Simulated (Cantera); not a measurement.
A Cantera script and its output.

```python
import numpy as np
import cantera as ct

surf = ct.Interface("diamond.yaml", "diamond_100")
gas, bulk = surf.adjacent["gas"], surf.adjacent["diamond"]
k = surf.kinetics_species_index(bulk.species_names[0])
cover = ["c6HH", "c6H*", "c6*H", "c6**", "c6HM", "c6B"]

rows, drift = [], 0.0
print(f"{'P':>10s}{'um/h':>11s}" + "".join(f"{s:>11s}" for s in cover))
for v in [300, 540, 970, 1700, 3100, 5500, 9900, 18000]:
    T, P, xH, xCH3 = 900, v, 0.016, 0.00056
    gas.TPX = T, P, {"H": xH, "CH3": xCH3, "CH4": 0.022, "H2": 1 - xH - xCH3 - 0.022}
    surf.TP = bulk.TP = T, P
    surf.coverages = "c6H*:0.1, c6HH:0.9"
    surf.advance_coverages(100.0)
    before = surf.coverages
    surf.advance_coverages(100.0)
    drift = max(drift, np.max(np.abs(surf.coverages - before) / (surf.coverages + 1e-9)))
    rate = surf.net_production_rates[k] * bulk.mean_molecular_weight / bulk.density * 3.6e9
    rows.append([rate, *surf[cover].coverages])
    print(f"{v:10.4g}{rate:11.4e}" + "".join(f"{x:11.3e}" for x in rows[-1][1:]))
```

Result:

```
         P       um/h       c6HH       c6H*       c6*H       c6**       c6HM        c6B
       300 5.0221e-01  6.679e-01  1.010e-02  2.827e-01  4.211e-03  2.817e-02  1.363e-09
       540 9.0901e-01  6.678e-01  1.011e-02  2.827e-01  4.211e-03  2.832e-02  2.467e-09
       970 1.6380e+00  6.677e-01  1.012e-02  2.826e-01  4.212e-03  2.841e-02  4.445e-09
      1700 2.8756e+00  6.677e-01  1.014e-02  2.826e-01  4.213e-03  2.846e-02  7.803e-09
      3100 5.2498e+00  6.676e-01  1.018e-02  2.825e-01  4.217e-03  2.849e-02  1.425e-08
      5500 9.3216e+00  6.676e-01  1.025e-02  2.825e-01  4.224e-03  2.851e-02  2.529e-08
      9900 1.6793e+01  6.676e-01  1.037e-02  2.823e-01  4.236e-03  2.852e-02  4.557e-08
   1.8e+04 3.0571e+01  6.676e-01  1.060e-02  2.821e-01  4.258e-03  2.854e-02  8.296e-08
```

Model: the Harris–Goodwin 1993 mechanism for the reconstructed diamond (100) surface, integrated in Cantera.
